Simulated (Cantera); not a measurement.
A perfectly stirred reactor is fed with CH₄ : H₂ : O₂ = 0.0023 : 0.13 : 0.0031 (molar parts), equivalence ratio 22, at 32000 Pa; it is held at 2875 K, and followed from long to short residence time.

Cantera simulation using GRI-Mech 3.0 (53 species, 325 reactions); the numbers are that mechanism's predictions, not measurements. The temperature is held fixed by assumption; the heat of reaction is taken as removed at once.

Q: Predict: x(CH₄) at τ = 3.60 s; x(H₂) at τ = 3.60 s; x(O₂) at τ = 3.60 s; x(OH) at τ = 3.60 s; x(H) at τ = 3.60 s; x(CH₄) at τ = 0.100 s; x(H₂) at τ = 0.100 s; x(O₂) at τ = 0.100 s; x(OH) at τ = 0.100 s; x(H) at τ = 0.100 s.

A: 
```json
{
  "x(CH₄) at τ = 3.60 s": "8.00e-9",
  "x(H₂) at τ = 3.60 s": "0.791",
  "x(O₂) at τ = 3.60 s": "2.49e-6",
  "x(OH) at τ = 3.60 s": "0.00154",
  "x(H) at τ = 3.60 s": "0.168",
  "x(CH₄) at τ = 0.100 s": "2.99e-7",
  "x(H₂) at τ = 0.100 s": "0.793",
  "x(O₂) at τ = 0.100 s": "2.57e-6",
  "x(OH) at τ = 0.100 s": "0.00152",
  "x(H) at τ = 0.100 s": "0.166"
}
```
